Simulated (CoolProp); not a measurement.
Propane along the isotherm 143.95 °C: fugacity coefficient from the reference equation and from simpler models built on Tc = 96.7 °C, pc = 42.51 bar, ω = 0.152; each cubic takes its own stable root.

Values from CoolProp's reference Helmholtz-energy equation of state, Lemmon 2009.

| p (bar) | phase | reference |
|---|---|---|
| 30.4 | gas | 0.8413 |
| 60.7 | supercritical | 0.6936 |
| 91.1 | supercritical | 0.5660 |
| 121 | supercritical | 0.4847 |
| 152 | supercritical | 0.4331 |
| 182 | supercritical | 0.4013 |
| 213 | supercritical | 0.3797 |
| 243 | supercritical | 0.3659 |
| 273 | supercritical | 0.3572 |
| 304 | supercritical | 0.3520 |
| 334 | supercritical | 0.3498 |
| 364 | supercritical | 0.3499 |
| 395 | supercritical | 0.3520 |
| 425 | supercritical | 0.3557 |

How far does each simpler model (Redlich-Kwong, Soave-Redlich-Kwong, Peng-Robinson) lie from the reference over these 14 states: mean and median of the absolute difference, and the worst?


- Redlich-Kwong: mean 2.0 %, median 1.9 %, worst +3.5 % at 143.95 °C and 425 bar
- Soave-Redlich-Kwong: mean 6.5 %, median 7.5 %, worst +10.1 % at 143.95 °C and 425 bar
- Peng-Robinson: mean 3.6 %, median 3.2 %, worst -6.1 % at 143.95 °C and 425 bar
